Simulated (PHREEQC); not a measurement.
Consider water at 25 °C with 0.76 mol/kgw KCl, 0.24 mol/kgw MgSO4 and 0.05 mol/kgw MgCl2. Closed to the air; pH follows from the charge balance.

Equilibrium calculation in PHREEQC: Pitzer model, pitzer.dat.

### Question
The ionic strength comes out as 1.87 mol/kgw. What activity coefficients do K+, SO4-2, Mg+2, Cl- get?

### Answer
K+ 0.58, SO4-2 0.044, Mg+2 0.18, Cl- 0.58. Single-ion values are on the MacInnes scale.

Precipitation was switched off in this run. Species that the database lacks are ignored.
